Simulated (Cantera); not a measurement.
## Carbothermic reduction: Ta₂O₅ + CO

Input: 1 mol Ta₂O₅, 7.5 mol CO, at 27.0 mbar.

Method: chemical equilibrium by Gibbs-energy minimisation in Cantera with the NASA 1993 tables (ideal gas, pure condensed phases). Candidate condensed phases: C, Ta, TaC, Ta₂O₅; 15 gas species. Mutual solubility and eutectic melting of coexisting phases are not modelled. TaC: taken at fixed stoichiometry. Condensed phases not in the tables: Ta₂C, N, O or C dissolved in the metal. The numbers say what is thermodynamically allowed, not how fast it happens.

```tsv
T (°C)	x CO	x TaO₂	x CO₂	x TaO	x O	x O₂	n TaC(s)	n Ta₂O₅(s)	n Ta(s)	n Ta₂O₅(l)
1027	0.999	<1e-12	0.000755	<1e-12	<1e-12	<1e-12	0.00162	0.999	0	0
1177	0.999	1.12e-11	0.000743	<1e-12	<1e-12	<1e-12	0.00159	0.999	0	0
1327	0.999	1.79e-9	0.000734	3.36e-11	7.86e-12	<1e-12	0.00157	0.999	0	0
1477	0.999	1.17e-7	0.000727	4.56e-9	2.44e-10	<1e-12	0.00156	0.999	0	0
1627	0.999	3.83e-6	0.000723	2.80e-7	4.38e-9	5.83e-12	0.00154	0.999	0	0
1777	0.999	7.38e-5	0.000721	9.27e-6	5.17e-8	7.61e-11	0.00144	0.999	0	0
1927	0.998	0.000753	0.000694	0.000157	4.20e-7	6.50e-10	0	0	0.000251	0.996
2077	0.994	0.00314	0.00206	0.000331	8.00e-6	3.96e-8	0	0	0	0.987
```
x: gas mole fraction; n: condensed amount in mol.

From 1027 °C to 1777 °C the condensed part is TaC(s) + Ta₂O₅(s). At 1927 °C the condensed part is Ta(s) + Ta₂O₅(l). At 2077 °C the condensed part is Ta₂O₅(l).
